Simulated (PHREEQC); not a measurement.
Consider water at 25 °C with 0.45 mmol/kgw Ca(HCO3)2, 0.19 mmol/kgw Na2SO4 and 8.9 mmol/kgw MgSO4. Closed to the air; pH follows from the charge balance.

Model: ion-association model, wateq4f.dat, run in PHREEQC.

No solid was allowed to form.

Question: Order these Ca species by the share of Ca that they hold, largest first: CaSO4, CaCO3, CaHCO3+, Ca+2.

Answer: Ca+2 (72 %), CaSO4 (27 %), CaHCO3+ (0.42 %), CaCO3 (0.20 %)

Question: Order these S species by the share of S that they hold, largest first: SO4-2, CaSO4, MgSO4.

Answer: SO4-2 (68 %), MgSO4 (30 %), CaSO4 (1.3 %)

The pH is 7.95 and the ionic strength 0.0260 mol/kgw. Species that the database lacks are ignored.
